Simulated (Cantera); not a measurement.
# Ignition delay

Mixture: 4.60 % CH₄, 0.460 % C₂H₆, 0.644 % C₃H₈, 19.8 % O₂, 74.5 % N₂, equivalence ratio 0.71, at 0.590 bar, adiabatic and at constant pressure. Ignition delay is the time to a rise of 400 K.

Cantera simulation using GRI-Mech 3.0 (53 species, 325 reactions); the numbers are that mechanism's predictions, not measurements. GRI-Mech 3.0 was tuned for natural gas; its chemistry of propane as a main component is partial and can be far from experiment.

```tsv
T0 (K)	delay (ms)
1250	3.00
1350	0.803
1450	0.281
1550	0.125
1650	0.0667
1750	0.0407
1850	0.0274
1950	0.0198
2050	0.0151
2150	0.0120
```

| Quantity | Value |
|---|---|
| apparent activation energy between 1950 and 2150 K | 87 kJ/mol |
